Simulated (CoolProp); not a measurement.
Fluoroethane (R161) along the isotherm 450 K: fugacity coefficient from the reference equation and from simpler models built on Tc = 375.2 K, pc = 5010 kPa, ω = 0.216; each cubic takes its own stable root.

The numbers come from the reference Helmholtz-energy equation of state, Wu 2012 in CoolProp.

| p (kPa) | phase | reference | van der Waals | Redlich-Kwong | Soave-Redlich-Kwong |
|---|---|---|---|---|---|
| 209 | gas | 0.9919 | 0.9921 | 0.9917 | 0.9925 |
| 417 | gas | 0.9839 | 0.9843 | 0.9835 | 0.9850 |
| 626 | gas | 0.9759 | 0.9765 | 0.9753 | 0.9776 |
| 835 | gas | 0.9679 | 0.9686 | 0.9671 | 0.9702 |
| 1040 | gas | 0.9602 | 0.9610 | 0.9592 | 0.9630 |
| 1250 | gas | 0.9523 | 0.9531 | 0.9511 | 0.9556 |
| 1460 | gas | 0.9444 | 0.9453 | 0.9430 | 0.9483 |
| 1670 | gas | 0.9366 | 0.9375 | 0.9350 | 0.9410 |
| 1880 | gas | 0.9289 | 0.9297 | 0.9270 | 0.9338 |
| 2090 | gas | 0.9212 | 0.9220 | 0.9190 | 0.9266 |
| 2300 | gas | 0.9135 | 0.9142 | 0.9111 | 0.9194 |
| 2500 | gas | 0.9062 | 0.9069 | 0.9036 | 0.9127 |
